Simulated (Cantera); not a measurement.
Charge: 1 mol C2H2, 0.09 mol NH3, 8.8 mol N2, equilibrated at 2227 °C.

These are equilibrium values from Cantera (NASA tables, ideal gas, pure condensed phases), not measurements of a reactor. Candidate condensed phases: C, C6H6, C7H8, C8H18; 92 gas species. Equilibrium is a limit: real reactors are often held back by kinetics, nucleation or transport.

Task: At 10.0 Pa, list the 5 most abundant gas species with their mole fractions, and the condensed phases.

Result: N2 0.786, H 0.187, CN 0.00914, H2 0.00553, C3 0.00497. Condensed: C(graphite).
